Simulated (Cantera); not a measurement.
## Adiabatic ignition

An adiabatic, constant-volume homogeneous reactor starts with 6.73 % CH4, 6.53 % H2, 6.69 % O2, 80.1 % N2, at 1450 K and 22500 Torr.

Cantera simulation using GRI-Mech 3.0 (53 species, 325 reactions); the numbers are that mechanism's predictions, not measurements. The pressure lies above the range GRI-Mech 3.0 was tuned for (to about 10 atm).

```csv
t (s),T (K),P (bar),x CH4,x H2,x O2,x CH2O,x N2O,x HCO
2.00e-6,1450,30.0,0.0673,0.0653,0.0669,1.48e-7,2.33e-11,1.45e-12
6.65e-6,1451,30.0,0.0672,0.0652,0.0668,1.78e-5,6.73e-10,1.58e-9
2.21e-5,1508,31.2,0.0625,0.0630,0.0618,0.00119,2.13e-8,6.60e-7
7.37e-5,2157,45.9,0.00979,0.0768,6.28e-5,8.94e-6,2.11e-9,1.12e-7
0.000245,2124,45.7,0.00391,0.0945,5.53e-9,2.42e-6,5.82e-10,8.59e-8
0.000816,2114,46.0,0.00261,0.109,3.28e-9,1.17e-6,4.34e-10,1.01e-7
0.00271,2104,46.3,0.00123,0.123,1.88e-9,4.54e-7,3.23e-10,1.20e-7
0.00903,2096,46.3,8.70e-5,0.130,1.41e-9,1.59e-7,2.83e-10,1.25e-7
0.0301,2096,46.3,1.17e-7,0.130,1.40e-9,1.41e-7,2.82e-10,1.25e-7
0.100,2096,46.3,1.17e-7,0.130,1.40e-9,1.41e-7,2.83e-10,1.25e-7
```
x: mole fraction; the columns are a selection and need not sum to one.

```
Quantity                                                             Value
---------------------------------  ---------------------------------------
time of steepest temperature rise                                  47.5 µs
temperature at 0.100 s                                              2096 K
equilibrium temperature                                             2096 K
x(CH4) at 0.100 s                  1.17e-7 (gas-phase equilibrium 1.27e-7)
x(H2) at 0.100 s                       0.130 (gas-phase equilibrium 0.130)
x(O2) at 0.100 s                   1.40e-9 (gas-phase equilibrium 1.40e-9)
```
